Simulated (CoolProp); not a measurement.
Toluene at 489.94 K and 0.65 MPa is throttled through a valve to 0.436 MPa with no heat exchange. Each further row changes one setting.

Model: reference Helmholtz-energy equation of state, Lemmon 2006, in CoolProp. It is a short technical equation, of lower accuracy than the large ones.

```json
[
 {"case": "as stated", "temperature change (K)": "-3.4", "final density (kg/m³)": "10.8"},
 {"case": "outlet pressure 0.131 MPa", "temperature change (K)": "-8.1", "final density (kg/m³)": "3.08"},
 {"case": "outlet pressure 0.567 MPa", "temperature change (K)": "-1.4", "final density (kg/m³)": "14.4"}
]
```
